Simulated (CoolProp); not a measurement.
Saturation properties of C2F6 (R116) (Tc = 293.0 K, pc = 3.048 MPa, ω = 0.257).

Computed with CoolProp (reference Helmholtz-energy equation of state, Lemmon 2006). It is a short technical equation, of lower accuracy than the large ones.

```tsv
T (K)	p (MPa)	enthalpy of vaporisation (kJ/kg)	surface tension (mN/m)	liquid viscosity (µPa s)
192.9	0.09009	117.9	11.3	440
197.7	0.1165	115.8	10.7	403
202.4	0.1479	113.7	10.1	370
207.2	0.1863	111.5	9.41	340
211.9	0.2308	109.2	8.79	314
216.7	0.2843	106.8	8.16	290
221.4	0.3452	104.3	7.55	268
226.2	0.4171	101.7	6.93	247
230.9	0.4978	98.93	6.34	229
235.7	0.5917	95.97	5.74	211
240.4	0.6959	92.90	5.17	195
245.2	0.8157	89.56	4.59	180
```

It boils at 195.1 K under 1 atm.

Viscosity comes from a separate model (Huber 2003), an estimate that may be off by 10 % or more. Surface tension comes from a separate correlation (Mulero 2012).
